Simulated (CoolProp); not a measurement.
Vapour-liquid equilibrium of CHF3 (R23) (1) + R11 (2) at 224.9 K; x and y are mole fractions of (1).

Values from CoolProp's multi-fluid Helmholtz-energy mixture model, Penoncello 2003 and Jacobsen 1992; pair parameters Bell 2016.

| x | bubble pressure (MPa) | y at the bubble point | dew pressure at overall composition x (MPa) | liquid density (mol/L) |
|---|---|---|---|---|
| 0.05 | 0.09512 | 0.969 | 0.003138 | 12.18 |
| 0.2 | 0.3074 | 0.990 | … | 12.96 |
| 0.35 | 0.4100 | … | 0.004588 | 13.80 |
| 0.5 | 0.4371 | 0.994 | 0.005964 | 14.71 |
| 0.65 | 0.4380 | 0.994 | 0.008519 | 15.71 |
| 0.8 | … | 0.994 | 0.01491 | 16.84 |
| 0.95 | 0.4895 | 0.997 | 0.05968 | 18.17 |

Fill in the missing entries.


- 0.2, dew pressure at overall composition x (MPa): 0.003728
- 0.35, y at the bubble point: 0.993
- 0.8, bubble pressure (MPa): 0.4479

No azeotrope shows between x = 0.05 and 0.95.

The pair parameters rest on a limited set of measurements; away from them the model extrapolates. With so large a gap from Raoult's law the liquid may split in two, which this calculation doesn't test in full.
